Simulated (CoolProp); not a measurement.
Vapour-liquid equilibrium of ethanol (1) + dimethyl carbonate (2) at 122.75 °C; x and y are mole fractions of (1).

Computed with CoolProp (multi-fluid Helmholtz-energy mixture model, Schroeder 2014 and Zhou 2011; pair parameters Bell 2016).

```json
[
 {"x": "0.05", "bubble pressure (MPa)": "0.2968", "y at the bubble point": "0.160", "dew pressure at overall composition x (MPa)": "0.2701", "liquid density (mol/L)": "10.40"},
 {"x": "0.2", "bubble pressure (MPa)": "0.3794", "y at the bubble point": "0.419", "dew pressure at overall composition x (MPa)": "0.3076", "liquid density (mol/L)": "10.83"},
 {"x": "0.35", "bubble pressure (MPa)": "0.4300", "y at the bubble point": "0.550", "dew pressure at overall composition x (MPa)": "0.3546", "liquid density (mol/L)": "11.33"},
 {"x": "0.5", "bubble pressure (MPa)": "0.4606", "y at the bubble point": "0.637", "dew pressure at overall composition x (MPa)": "0.4107", "liquid density (mol/L)": "11.93"},
 {"x": "0.65", "bubble pressure (MPa)": "0.4785", "y at the bubble point": "0.713", "dew pressure at overall composition x (MPa)": "0.4644", "liquid density (mol/L)": "12.65"},
 {"x": "0.8", "bubble pressure (MPa)": "0.4853", "y at the bubble point": "0.800", "dew pressure at overall composition x (MPa)": "0.4853", "liquid density (mol/L)": "13.51"},
 {"x": "0.95", "bubble pressure (MPa)": "0.4747", "y at the bubble point": "0.933", "dew pressure at overall composition x (MPa)": "0.4722", "liquid density (mol/L)": "14.54"}
]
```

y crosses x between x = 0.8 and 0.95: the model has an azeotrope there.

Pair parameters are fitted to limited data, so mixtures are less certain than the pure fluids.
